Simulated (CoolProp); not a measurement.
Vapour-liquid equilibrium of diethyl ether (1) + ethanol (2) at 464 kPa; x and y are mole fractions of (1).

Computed with CoolProp (multi-fluid Helmholtz-energy mixture model, Thol 2014 and Schroeder 2014; pair parameters Bell 2016).

| x | bubble temperature (K) | y at the bubble point | dew temperature at overall composition x (K) | liquid density (mol/L) |
|---|---|---|---|---|
| 0.05 | 391.2 | 0.165 | 394.5 | 14.48 |
| 0.2 | 379.8 | 0.483 | 390.0 | 13.23 |
| 0.35 | 372.5 | 0.646 | 385.0 | 12.08 |
| 0.5 | 367.8 | 0.741 | 379.1 | 11.06 |
| 0.65 | 364.5 | 0.812 | 372.3 | 10.15 |
| 0.8 | 361.8 | 0.881 | 365.0 | 9.373 |
| 0.95 | 359.4 | 0.966 | 359.8 | 8.706 |

No azeotrope shows between x = 0.05 and 0.95.

The pair parameters rest on a limited set of measurements; away from them the model extrapolates.
